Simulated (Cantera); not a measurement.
**Equilibrium for thermal oxidation and active oxidation of silicon: Si + N2O + N2 + O2**

Charge: 1 mol Si, 0.21 mol N2O, 16 mol N2, 0.0014 mol O2, held at 2.40e-5 bar.

Equilibrium computed with Cantera from the NASA thermochemical tables; the gas is ideal and each condensed phase is pure. Candidate condensed phases: Si, SiO2, Si2N2O, Si3N4; 16 gas species. Mutual solubility and eutectic melting of coexisting phases are not modelled. The tables' values for SiN are old estimates; treat these amounts as uncertain. Equilibrium is a limit: real reactors are often held back by kinetics, nucleation or transport.

| T (°C) | x N2 | x Si | x SiO | x Si2 | x Si2N | x SiN | x Si3 | x N | n Si2N2O(s) | n Si3N4(s) | n Si(s) | n Si(l) |
|---|---|---|---|---|---|---|---|---|---|---|---|---|
| 927 | 1.00 | 6.48e-10 | 4.00e-7 | <1e-12 | <1e-12 | 2.02e-11 | <1e-12 | <1e-12 | 0.213 | 0.191 | 0 | 0 |
| 1002 | 1.000 | 3.87e-8 | 1.24e-5 | <1e-12 | 3.94e-11 | 7.53e-10 | <1e-12 | <1e-12 | 0.213 | 0.192 | 0 | 0 |
| 1077 | 1.000 | 1.46e-6 | 0.000260 | 9.96e-11 | 4.04e-9 | 1.87e-8 | 2.25e-12 | <1e-12 | 0.209 | 0.193 | 0 | 0 |
| 1152 | 0.996 | 3.75e-5 | 0.00395 | 1.53e-8 | 2.52e-7 | 3.30e-7 | 1.32e-9 | 1.64e-12 | 0.151 | 0.212 | 0 | 0 |
| 1227 | 0.987 | 0.000439 | 0.0130 | 5.61e-7 | 4.12e-6 | 2.74e-6 | 1.02e-7 | 1.23e-11 | 0 | 0 | 0.780 | 0 |
| 1302 | 0.985 | 0.00239 | 0.0129 | 5.09e-6 | 1.80e-5 | 1.10e-5 | 1.06e-6 | 7.65e-11 | 0 | 0 | 0.747 | 0 |
| 1377 | 0.976 | 0.0112 | 0.0128 | 3.76e-5 | 6.84e-5 | 3.88e-5 | 8.96e-6 | 4.01e-10 | 0 | 0 | 0.597 | 0 |
| 1452 | 0.945 | 0.0423 | 0.0124 | 0.000202 | 0.000197 | 0.000112 | 5.01e-5 | 1.80e-9 | 0 | 0 | 0 | 0.0434 |
| 1527 | 0.942 | 0.0453 | 0.0124 | 9.39e-5 | 5.26e-5 | 9.55e-5 | 7.66e-6 | 7.25e-9 | 0 | 0 | 0 | 0 |
| 1602 | 0.942 | 0.0456 | 0.0124 | 4.13e-5 | 1.39e-5 | 7.75e-5 | 1.14e-6 | 2.61e-8 | 0 | 0 | 0 | 0 |
| 1677 | 0.942 | 0.0456 | 0.0124 | 1.92e-5 | 4.04e-6 | 6.38e-5 | 1.94e-7 | 8.53e-8 | 0 | 0 | 0 | 0 |
| 1752 | 0.942 | 0.0457 | 0.0124 | 9.46e-6 | 1.29e-6 | 5.33e-5 | 3.77e-8 | 2.55e-7 | 0 | 0 | 0 | 0 |
| 1827 | 0.942 | 0.0457 | 0.0124 | 4.89e-6 | 4.45e-7 | 4.51e-5 | 8.22e-9 | 7.07e-7 | 0 | 0 | 0 | 0 |
x: gas mole fraction; n: condensed amount in mol.

From 927 °C to 1152 °C the condensed part is Si2N2O(s) + Si3N4(s). From 1227 °C to 1377 °C the condensed part is Si(s). At 1452 °C the condensed part is Si(l). From 1527 °C to 1827 °C nothing is condensed. The main Si-bearing gas is SiO at 927 °C and Si at 1827 °C.
